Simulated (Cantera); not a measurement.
Mixture: CH₄ : O₂ : N₂ = 1 : 0.909 : 3.42 (molar parts), at 24800 Torr, adiabatic and at constant volume. Ignition delay is the time to a rise of 400 K.

Computed with Cantera and GRI-Mech 3.0 (53 species, 325 reactions). The pressure lies above the range GRI-Mech 3.0 was tuned for (to about 10 atm).

### Question
What does this change do: pressure from 24800 Torr to 7500 Torr?

### Answer
| quantity | before | after |
|---|---|---|
| delay at 1200 K | 1.69 ms | 6.84 ms |
| delay at 1250 K | 0.948 ms | 3.71 ms |
| delay at 1300 K | 0.552 ms | 2.07 ms |
| delay at 1350 K | 0.330 ms | 1.18 ms |
| delay at 1400 K | 0.202 ms | 0.688 ms |
| delay at 1450 K | 0.126 ms | 0.409 ms |
| apparent activation energy between 1350 and 1450 K | 160 kJ/mol | 170 kJ/mol |

### Question
What does this change do: 0.25 parts C2H6 added?

### Answer
```json
[
 {"quantity": "delay at 1200 K", "before": "1.69 ms", "after": "0.221 ms"},
 {"quantity": "delay at 1250 K", "before": "0.948 ms", "after": "0.119 ms"},
 {"quantity": "delay at 1300 K", "before": "0.552 ms", "after": "68.5 µs"},
 {"quantity": "delay at 1350 K", "before": "0.330 ms", "after": "42.2 µs"},
 {"quantity": "delay at 1400 K", "before": "0.202 ms", "after": "27.4 µs"},
 {"quantity": "delay at 1450 K", "before": "0.126 ms", "after": "18.5 µs"},
 {"quantity": "apparent activation energy between 1350 and 1450 K", "before": "160 kJ/mol", "after": "130 kJ/mol"}
]
```
